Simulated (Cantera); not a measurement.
Catalytic combustion on Pt

An isothermal plug-flow reactor at 750 K and 1100000 Pa (inlet), inlet velocity 0.078 m/s, active area per volume 2100 1/m; feed 0.663 % CO, 3.37 % O₂, 91.9 % N₂, 4.07 % H₂O, equivalence ratio 0.098.

Model: Deutschmann's 1995 Pt surface mechanism with GRI-Mech 3.0 gas chemistry, integrated in Cantera. Catalytic surfaces can have several steady states; this one follows from the mechanism file's or the stated starting coverage. Mass transfer to the wall is taken as infinitely fast.

```
z (m)        x CO    x O₂   x H₂O    x CO₂  θ free Pt   θ O*    θ OH*     θ CO*
-------  --------  ------  ------  -------  ---------  -----  -------  --------
0.00016   0.00132  0.0312  0.0408  0.00533     0.0179  0.968   0.0125   0.00183
0.00029   0.00100  0.0310  0.0408  0.00564     0.0143  0.974   0.0112  0.000885
0.00052  0.000716  0.0309  0.0408  0.00593     0.0124  0.977   0.0105  0.000474
0.00092  0.000449  0.0307  0.0408  0.00620     0.0112  0.979  0.00996  0.000243
0.0016   0.000229  0.0306  0.0408  0.00642     0.0105  0.980  0.00963  0.000108
0.0029    7.29e-5  0.0306  0.0408  0.00658     0.0100  0.980  0.00943   3.14e-5
0.0052    1.07e-5  0.0305  0.0408  0.00664    0.00988  0.981  0.00935   4.45e-6
0.0092    3.99e-7  0.0305  0.0408  0.00665    0.00986  0.981  0.00934   1.65e-7
0.016     1.51e-9  0.0305  0.0408  0.00665    0.00986  0.981  0.00934  6.24e-10
```
x: gas mole fraction; θ: surface coverage.
